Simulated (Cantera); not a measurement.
# Reactions in the system C-O-Ti

Source: NASA polynomial tables (part measured, part estimated), evaluated in Cantera. Values are per mole of reaction as written; species without (g) are pure solids or liquids, kept so even where they would boil at 1 bar.

3 TiO(g) + 2 CO(g) = 2 C + Ti3O5

```tsv
T (K)	ΔH° (kJ)	ΔS° (J/K)	ΔG° (kJ)	log10 K
1600	-2297.2	-823.7	-979.3	31.97
1650	-2292.0	-820.5	-938.1	29.70
1700	-2286.8	-817.4	-897.2	27.57
1750	-2281.4	-814.3	-856.4	25.56
1800	-2275.9	-811.2	-815.8	23.67
1850	-2270.2	-808.1	-775.3	21.89
1900	-2264.5	-805.0	-735.0	20.21
1950	-2258.6	-802.0	-694.8	18.61
```

2 Ti4O7 = 3 O2(g) + 8 TiO(g)

| T (K) | ΔH° (kJ) | ΔS° (J/K) | ΔG° (kJ) | log10 K |
|---|---|---|---|---|
| 1600 | 7021.1 | 1823.3 | 4103.8 | -133.97 |
| 1650 | 7010.9 | 1817.0 | 4012.8 | -127.03 |
| 1700 | 7000.7 | 1810.9 | 3922.1 | -120.51 |
| 1750 | 6990.4 | 1804.9 | 3831.7 | -114.37 |
| 1800 | 6980.0 | 1799.1 | 3741.6 | -108.58 |
| 1850 | 6969.6 | 1793.4 | 3651.8 | -103.11 |
| 1900 | 6959.1 | 1787.8 | 3562.3 | -97.93 |
| 1950 | 6948.6 | 1782.3 | 3473.1 | -93.03 |

7 Ti2O3 = 2 Ti + 3 Ti4O7

```json
[
 {"T (K)": "1600", "ΔH° (kJ)": "339.0", "ΔS° (J/K)": "-9.0", "ΔG° (kJ)": "353.4", "log10 K": "-11.54", "condensed phases": "Ti2O3(s), Ti(β), Ti4O7(s)"},
 {"T (K)": "1650", "ΔH° (kJ)": "336.1", "ΔS° (J/K)": "-10.8", "ΔG° (kJ)": "353.9", "log10 K": "-11.20", "condensed phases": "Ti2O3(s), Ti(β), Ti4O7(s)"},
 {"T (K)": "1700", "ΔH° (kJ)": "333.3", "ΔS° (J/K)": "-12.5", "ΔG° (kJ)": "354.5", "log10 K": "-10.89", "condensed phases": "Ti2O3(s), Ti(β), Ti4O7(s)"},
 {"T (K)": "1750", "ΔH° (kJ)": "330.6", "ΔS° (J/K)": "-14.0", "ΔG° (kJ)": "355.2", "log10 K": "-10.60", "condensed phases": "Ti2O3(s), Ti(β), Ti4O7(s)"},
 {"T (K)": "1800", "ΔH° (kJ)": "328.1", "ΔS° (J/K)": "-15.5", "ΔG° (kJ)": "355.9", "log10 K": "-10.33", "condensed phases": "Ti2O3(s), Ti(β), Ti4O7(s)"},
 {"T (K)": "1850", "ΔH° (kJ)": "325.7", "ΔS° (J/K)": "-16.8", "ΔG° (kJ)": "356.7", "log10 K": "-10.07", "condensed phases": "Ti2O3(s), Ti(β), Ti4O7(s)"},
 {"T (K)": "1900", "ΔH° (kJ)": "323.5", "ΔS° (J/K)": "-18.0", "ΔG° (kJ)": "357.6", "log10 K": "-9.83", "condensed phases": "Ti2O3(s), Ti(β), Ti4O7(s)"},
 {"T (K)": "1950", "ΔH° (kJ)": "350.6", "ΔS° (J/K)": "-4.0", "ΔG° (kJ)": "358.4", "log10 K": "-9.60", "condensed phases": "Ti2O3(s), Ti(l), Ti4O7(s)"}
]
```
